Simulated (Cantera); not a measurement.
N2O furnace oxynitridation

A perfectly stirred reactor is fed with 11.1 % N2O, 0.0400 % H2, 88.9 % N2, at 428 Torr; it is held at 1275 K, and followed from long to short residence time.

Computed with Cantera and GRI-Mech 3.0 (53 species, 325 reactions). GRI-Mech 3.0 was tuned for natural gas; its chemistry of N2O as a main component is partial and can be far from experiment. The mechanism lacks the step 2 NO + O2 → 2 NO2, which can matter for NO2 below about 1400 K. The temperature is held fixed by assumption; the heat of reaction is taken as removed at once.

| τ (s) | x N2O | x H2 | x OH | x H2O2 | x NO2 |
|---|---|---|---|---|---|
| 0.32 | 0.0780 | 1.12e-5 | 5.95e-6 | 6.33e-10 | 2.82e-5 |
| 0.099 | 0.0976 | 2.85e-5 | 7.52e-6 | 1.02e-9 | 1.85e-5 |
| 0.031 | 0.106 | 6.77e-5 | 9.34e-6 | 1.78e-9 | 1.13e-5 |
| 0.0098 | 0.109 | 0.000145 | 1.09e-5 | 3.34e-9 | 4.69e-6 |
| 0.0031 | 0.110 | 0.000256 | 1.10e-5 | 4.44e-9 | 1.11e-6 |
| 0.00096 | 0.111 | 0.000355 | 7.81e-6 | 2.39e-9 | 1.30e-7 |
| 0.00030 | 0.111 | 0.000392 | 3.16e-6 | 2.57e-10 | 4.28e-9 |
x: mole fraction; the columns are a selection and need not sum to one.
